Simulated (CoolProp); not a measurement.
Sulfur dioxide along the isobar 10.2 MPa: Z from the reference equation and from simpler models built on Tc = 157.5 °C, pc = 7.887 MPa, ω = 0.256; each cubic takes its own stable root.

Model: reference Helmholtz-energy equation of state, Gao 2016, in CoolProp.

| T (°C) | phase | reference |
|---|---|---|
| -1.45 | liquid | 0.1988 |
| 12.45 | liquid | 0.1938 |
| 26.35 | liquid | 0.1897 |
| 40.25 | liquid | 0.1863 |
| 54.15 | liquid | 0.1837 |
| 68.05 | liquid | 0.1820 |
| 81.95 | liquid | 0.1811 |
| 95.85 | liquid | 0.1814 |
| 109.75 | liquid | 0.1830 |
| 123.65 | liquid | 0.1866 |

**Question.** How far does each simpler model (van der Waals, Redlich-Kwong, Soave-Redlich-Kwong, Peng-Robinson) lie from the reference over these 10 states: mean and median of the absolute difference, and the worst?

**Answer.** 
- van der Waals: mean 62.3 %, median 62.6 %, worst +65.8 % at -1.45 °C and 10.2 MPa
- Redlich-Kwong: mean 16.5 %, median 16.0 %, worst +20.1 % at 123.65 °C and 10.2 MPa
- Soave-Redlich-Kwong: mean 12.6 %, median 11.8 %, worst +16.2 % at 123.65 °C and 10.2 MPa
- Peng-Robinson: mean 1.3 %, median 1.4 %, worst +3.2 % at 123.65 °C and 10.2 MPa
